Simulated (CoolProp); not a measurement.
The fluid at 293.15 K and 9.45 MPa flows at 1.6 m/s in a round tube of 6 mm bore and 15 µm roughness, fully developed (64/Re and Nu = 3.66 if laminar; Colebrook and Gnielinski if turbulent). The same conditions are run with several fluids, on thermodynamics alone (safety and materials aside).

Computed with CoolProp (reference Helmholtz-energy equation of state of each fluid (methane: Setzmann 1991; normal hydrogen: Leachman 2009; oxygen: Schmidt 1985; CF4 (R14): Platzer 1990; C2F6 (R116): Lemmon 2006)). The equations of Platzer and Polt are older, rougher fits.

**Question.** Rank methane, normal hydrogen, oxygen, CF4 (R14), C2F6 (R116) by Reynolds number, highest first.

**Answer.** CF4 (R14) (157000), C2F6 (R116) (92400), oxygen (55400), methane (52200), normal hydrogen (7960)

```json
[
 {"fluid": "methane", "Darcy friction factor": "0.0275", "pressure drop (Pa/m)": "431", "heat-transfer coefficient (W/(m² K))": "1230", "mass flow (kg/h)": "12.0"},
 {"fluid": "normal hydrogen", "Darcy friction factor": "0.0361", "pressure drop (Pa/m)": "56.9", "heat-transfer coefficient (W/(m² K))": "844", "mass flow (kg/h)": "1.20"},
 {"fluid": "oxygen", "Darcy friction factor": "0.0274", "pressure drop (Pa/m)": "764", "heat-transfer coefficient (W/(m² K))": "852", "mass flow (kg/h)": "21.3"},
 {"fluid": "CF4 (R14)", "Darcy friction factor": "0.0258", "pressure drop (Pa/m)": "2760", "heat-transfer coefficient (W/(m² K))": "2550", "mass flow (kg/h)": "81.6"},
 {"fluid": "C2F6 (R116)", "Darcy friction factor": "0.0265", "pressure drop (Pa/m)": "6660", "heat-transfer coefficient (W/(m² K))": "4110", "mass flow (kg/h)": "192"}
]
```

Transport values come from each fluid's own correlations; those of CF4 (R14), C2F6 (R116) are estimates that may be off by 10 % or more.
